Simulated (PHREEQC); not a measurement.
A solution holds 0.17 mol Pb(NO3)2 and 0.0098 mol Al2(SO4)3 per kg of water, at 90 °C. It is in equilibrium with CO2 at log p = -3.4 (atm). Otherwise closed; pH follows from the charge balance.

Equilibrium calculation in PHREEQC: ion-association model, wateq4f.dat.

This is a speciation only: nothing precipitates in the calculation.

Problem. What pH does the model give?

Solution. pH 3.06.

Problem. In which forms is C present?

Solution. CO2 99 %, PbHCO3+ 1.2 % of the C.

Examples of supersaturated solids here: Anglesite, Larnakite. Others may be too. Away from 25 °C the constants follow the database's enthalpies or fits; those with neither stay at their 25 °C values.
